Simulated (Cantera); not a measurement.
An adiabatic, constant-pressure homogeneous reactor starts with 6.17 % CH₄, 0.986 % C₂H₆, 19.5 % O₂, 73.4 % N₂, at 1125 K and 5.00 bar.

Detailed kinetics in Cantera: GRI-Mech 3.0 (53 species, 325 reactions).

Problem. Predict: time of steepest temperature rise; temperature at 0.100 s; equilibrium temperature; x(O₂) at 0.100 s; x(H) at 0.100 s; x(OH) at 0.100 s.

Solution. 
| Property | Value |
|---|---|
| time of steepest temperature rise | 3.84 ms |
| temperature at 0.100 s | 2562 K |
| equilibrium temperature | 2562 K |
| x(O₂) at 0.100 s | 0.0344 (gas-phase equilibrium 0.0344) |
| x(H) at 0.100 s | 0.000776 (gas-phase equilibrium 0.000776) |
| x(OH) at 0.100 s | 0.00890 (gas-phase equilibrium 0.00890) |
